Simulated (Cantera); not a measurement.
Pyrogenic steam for wet oxidation

An isothermal, constant-pressure homogeneous reactor starts with 44.1 % H2, 36.8 % O2, 19.1 % N2, equivalence ratio 0.60, at 850 K and 0.660 bar.

Computed with Cantera and the H2/O2 subset of GRI-Mech 3.0, which has no nitrogen chemistry. Below about 950 K walls govern HO2 and H2O2 in real vessels. The temperature is held fixed by assumption; the heat of reaction is taken as removed at once.

| t (s) | x H2 | x O2 | x HO2 | x OH | x H2O2 | x H | x H2O |
|---|---|---|---|---|---|---|---|
| 0.000600 | 0.441 | 0.368 | 9.67e-10 | <1e-12 | 7.58e-12 | 4.87e-12 | 2.30e-10 |
| 0.00165 | 0.441 | 0.368 | 2.69e-9 | <1e-12 | 5.80e-11 | 5.22e-12 | 6.63e-10 |
| 0.00452 | 0.441 | 0.368 | 7.59e-9 | <1e-12 | 4.47e-10 | 6.20e-12 | 2.01e-9 |
| 0.0124 | 0.441 | 0.368 | 2.23e-8 | <1e-12 | 3.51e-9 | 9.24e-12 | 7.03e-9 |
| 0.0341 | 0.441 | 0.368 | 7.53e-8 | <1e-12 | 3.01e-8 | 2.06e-11 | 3.40e-8 |
| 0.0935 | 0.441 | 0.368 | 3.89e-7 | 2.90e-12 | 3.55e-7 | 9.26e-11 | 3.14e-7 |
| 0.257 | 0.441 | 0.368 | 2.47e-6 | 2.98e-11 | 7.87e-6 | 7.31e-10 | 7.28e-6 |
| 0.705 | 0.441 | 0.368 | 7.73e-6 | 2.71e-10 | 0.000107 | 4.70e-9 | 0.000184 |
| 1.93 | 0.436 | 0.365 | 2.35e-5 | 2.90e-9 | 0.00117 | 3.65e-8 | 0.00551 |
| 5.31 | 0.388 | 0.345 | 3.35e-5 | 6.68e-9 | 0.00256 | 4.91e-8 | 0.0664 |
| 14.6 | 0.244 | 0.287 | 3.29e-5 | 9.20e-9 | 0.00206 | 2.71e-8 | 0.251 |
| 40.0 | 0.0276 | 0.200 | 1.43e-5 | 1.42e-8 | 0.000302 | 4.03e-9 | 0.530 |
x: mole fraction; the columns are a selection and need not sum to one.

Equilibrium at this temperature and pressure: H2 <1e-12, O2 0.189, HO2 1.10e-10, OH 9.44e-9, H2O2 5.91e-11, H <1e-12, H2O 0.566 (gas phase only).
